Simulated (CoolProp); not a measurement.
Computed with CoolProp (reference Helmholtz-energy equation of state, Schmidt 1985).

### Question
Give the vapour pressure (MPa), liquid density (kg/m³), vapour Z, surface tension (mN/m) of saturated oxygen at 88.9, 108.5, 111.8 K.

### Answer
```tsv
T (K)	p (MPa)	liquid density (kg/m³)	vapour Z	surface tension (mN/m)
88.9	0.0884	1150	0.971	13.5
108.5	0.489	1040	0.901	8.73
111.8	0.614	1020	0.884	7.97
```

Surface tension comes from a separate correlation (Mulero 2012).
